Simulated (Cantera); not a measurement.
Charge: 1 mol AlCl3, 110 mol NH3, 130 mol H2, held at 13.3 mbar.

Equilibrium computed with Cantera from the NASA thermochemical tables; the gas is ideal and each condensed phase is pure. Candidate condensed phases: Al, AlCl3, AlN, NH4Cl; 20 gas species. The tables' values for AlCl2 are old estimates; treat these amounts as uncertain. Kinetics and transport are ignored.

x: gas mole fraction; n: condensed amount in mol.

```tsv
T (K)	x H2	x N2	x HCl	x AlCl	x H	x AlCl2	n AlN(s)
1323	0.836	0.155	0.00841	2.75e-5	1.26e-5	7.23e-6	0.977
1373	0.836	0.155	0.00833	8.68e-5	2.64e-5	1.46e-5	0.953
1423	0.836	0.155	0.00815	[?]	[?]	2.72e-5	0.892
1473	0.836	0.156	0.00772	0.000642	0.000100	4.54e-5	0.749
1523	0.836	0.156	0.00689	0.00146	0.000183	6.44e-5	0.458
1573	0.835	0.156	0.00559	0.00276	[?]	7.10e-5	0
1623	0.835	0.156	0.00562	0.00278	0.000547	5.27e-5	0
1673	0.834	0.156	0.00563	0.00279	0.000901	3.96e-5	0
```

Problem. Fill in the missing entries.

Solution. 
- 1573, x H: 0.000322
- 1423, x AlCl: 0.000249
- 1423, x H: 5.26e-5
